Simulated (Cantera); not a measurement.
A diamond (100) surface in a fixed gas of H2 with x(CH4) = 0.009, x(H) = 0.0011, at 1375 K, 0.100 bar; coverages are run to steady state.

Detailed kinetics in Cantera: the Harris–Goodwin 1993 mechanism for the reconstructed diamond (100) surface.

θ: site fractions in the mechanism's names (c6HH fully hydrogenated, c6H* and c6*H radical sites, c6** diradical, c6HM methylated).

```tsv
x(CH3)	growth (µm/h)	θ c6HH	θ c6H*	θ c6*H	θ c6**	θ c6HM
1e-06	0.00996	0.405	0.0535	0.508	0.0337	9.08e-7
2.3e-06	0.0229	0.405	0.0535	0.508	0.0337	2.09e-6
5.1e-06	0.0508	0.405	0.0535	0.508	0.0336	4.63e-6
1.2e-05	0.119	0.405	0.0535	0.508	0.0336	1.09e-5
2.6e-05	0.258	0.405	0.0535	0.508	0.0336	2.36e-5
5.9e-05	0.585	0.405	0.0535	0.508	0.0335	5.35e-5
0.00013	(withheld)	0.404	0.0535	0.508	0.0332	(withheld)
0.0003	(withheld)	0.404	0.0534	0.507	0.0327	(withheld)
0.00068	6.36	0.404	0.0533	0.506	0.0315	0.000605
```

Question: Complete the blanks.

Answer: 
- 0.00013, growth (µm/h): 1.28
- 0.00013, θ c6HM: 0.000118
- 0.0003, growth (µm/h): 2.91
- 0.0003, θ c6HM: 0.000270
